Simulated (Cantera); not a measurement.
Cantera with NASA thermochemical tables; ideal gases at 1 bar, condensed phases pure. Values are per mole of reaction as written; species without (g) are pure solids or liquids, kept so even where they would boil at 1 bar.

Q: Between 2548 and 2748 K, where is each reaction favourable under standard conditions?
- O(g) + AlN ⇌ NO(g) + Al

A: 
- O(g) + AlN ⇌ NO(g) + Al: ΔG° is 5 kJ at 2548 K and -7 kJ at 2748 K; it changes sign between 2623 and 2648 K. ΔH° is 162 kJ and ΔS° 62 J/K at 2748 K.
